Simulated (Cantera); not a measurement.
Cantera with NASA thermochemical tables; ideal gases at 1 bar, condensed phases pure. Values are per mole of reaction as written; species without (g) are pure solids or liquids, kept so even where they would boil at 1 bar.

2 VO₂(g) + 2 OH(g) = V₂O₅ + H₂O(g)

```
T (K)  ΔH° (kJ)  ΔS° (J/K)  ΔG° (kJ)  log10 K  condensed phases
-----  --------  ---------  --------  -------  ----------------
300           ?          ?         ?        ?           V₂O₅(s)
1700          ?          ?         ?        ?           V₂O₅(l)
1800    -1265.5     -429.7    -492.0    14.28           V₂O₅(l)
1900          ?          ?         ?        ?           V₂O₅(l)
2000          ?          ?         ?        ?           V₂O₅(l)
2100    -1248.2     -420.8    -364.4     9.06           V₂O₅(l)
```

Task: Some entries are withheld; supply them.

Result: 
- 300, ΔH° (kJ): -1405.8
- 300, ΔS° (J/K): -578.5
- 300, ΔG° (kJ): -1232.3
- 300, log10 K: 214.55
- 1700, ΔH° (kJ): -1271.3
- 1700, ΔS° (J/K): -433.1
- 1700, ΔG° (kJ): -535.1
- 1700, log10 K: 16.44
- 1900, ΔH° (kJ): -1259.7
- 1900, ΔS° (J/K): -426.6
- 1900, ΔG° (kJ): -449.2
- 1900, log10 K: 12.35
- 2000, ΔH° (kJ): -1253.9
- 2000, ΔS° (J/K): -423.6
- 2000, ΔG° (kJ): -406.7
- 2000, log10 K: 10.62
